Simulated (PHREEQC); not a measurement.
0.2 mol of Zn5(OH)8Cl2 (Zn5(OH)8Cl2) is brought to equilibrium with 1 kg of water, with rising amounts of CdI2, at 25 °C. O2 is buffered at 0.21 atm. CO2 from the air is kept out. The run lets Zn5(OH)8Cl2, Zincite(c), Cd(OH)2, CdOHCl precipitate or redissolve, and no other solid.

Computed with PHREEQC (ion-association model, wateq4f.dat).

Problem. Predict CdI2 (mol/kgw), CdI+ (mol/kgw), CdCl+ (mol/kgw) at CdI2 added (mol) = 0.0375, 0.0625, 0.0875, 0.137.

Solution. 
| CdI2 added (mol) | CdI2 (mol/kgw) | CdI+ (mol/kgw) | CdCl+ (mol/kgw) |
|---|---|---|---|
| 0.0375 | 0.0103 | 0.0154 | 0.00456 |
| 0.0625 | 0.0228 | 0.0253 | 0.00546 |
| 0.0875 | 0.0370 | 0.0342 | 0.00606 |
| 0.137 | 0.0683 | 0.0497 | 0.00686 |

Species that the database lacks are ignored.
